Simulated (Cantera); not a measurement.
Nitride etching: AlN + H2 + O2

Input: 1 mol AlN, 4.3 mol H2, 0.46 mol O2, at 50.0 mbar.

Equilibrium computed with Cantera from the NASA thermochemical tables; the gas is ideal and each condensed phase is pure. Candidate condensed phases: Al, AlN, Al2O3, H2O; 35 gas species. Mutual solubility and eutectic melting of coexisting phases are not modelled. The tables' values for AlOH are old estimates; treat these amounts as uncertain. Condensed phases not in the tables: aluminium oxynitride. Rates play no part.

```json
[
 {"T (°C)": "502", "x H2": "0.933", "x N2": "0.0666", "x H": "4.28e-12", "x Al": "<1e-12", "x Al2O": "<1e-12", "x AlH": "<1e-12", "n AlN(s)": "0.387", "n Al2O3(s)": "0.307"},
 {"T (°C)": "652", "x H2": "0.933", "x N2": "0.0666", "x H": "1.13e-9", "x Al": "<1e-12", "x Al2O": "<1e-12", "x AlH": "<1e-12", "n AlN(s)": "0.387", "n Al2O3(s)": "0.307"},
 {"T (°C)": "802", "x H2": "0.933", "x N2": "0.0666", "x H": "6.34e-8", "x Al": "<1e-12", "x Al2O": "<1e-12", "x AlH": "<1e-12", "n AlN(s)": "0.387", "n Al2O3(s)": "0.307"},
 {"T (°C)": "952", "x H2": "0.933", "x N2": "0.0666", "x H": "1.35e-6", "x Al": "<1e-12", "x Al2O": "<1e-12", "x AlH": "<1e-12", "n AlN(s)": "0.387", "n Al2O3(s)": "0.307"},
 {"T (°C)": "1102", "x H2": "0.933", "x N2": "0.0666", "x H": "1.48e-5", "x Al": "2.05e-10", "x Al2O": "1.72e-12", "x AlH": "9.10e-11", "n AlN(s)": "0.387", "n Al2O3(s)": "0.307"},
 {"T (°C)": "1252", "x H2": "0.933", "x N2": "0.0666", "x H": "0.000102", "x Al": "4.95e-8", "x Al2O": "1.91e-9", "x AlH": "1.17e-8", "n AlN(s)": "0.387", "n Al2O3(s)": "0.307"},
 {"T (°C)": "1402", "x H2": "0.933", "x N2": "0.0666", "x H": "0.000502", "x Al": "4.41e-6", "x Al2O": "5.86e-7", "x AlH": "6.24e-7", "n AlN(s)": "0.387", "n Al2O3(s)": "0.307"},
 {"T (°C)": "1552", "x H2": "0.931", "x N2": "0.0666", "x H": "0.00190", "x Al": "0.000186", "x Al2O": "6.84e-5", "x AlH": "1.71e-5", "n AlN(s)": "0.385", "n Al2O3(s)": "0.307"},
 {"T (°C)": "1702", "x H2": "0.916", "x N2": "0.0702", "x H": "0.00586", "x Al": "0.00428", "x Al2O": "0.00367", "x AlH": "0.000271", "n AlN(s)": "0.342", "n Al2O3(s)": "0.301"}
]
```
x: gas mole fraction; n: condensed amount in mol.

From 502 °C to 1702 °C the condensed part is AlN(s) + Al2O3(s).
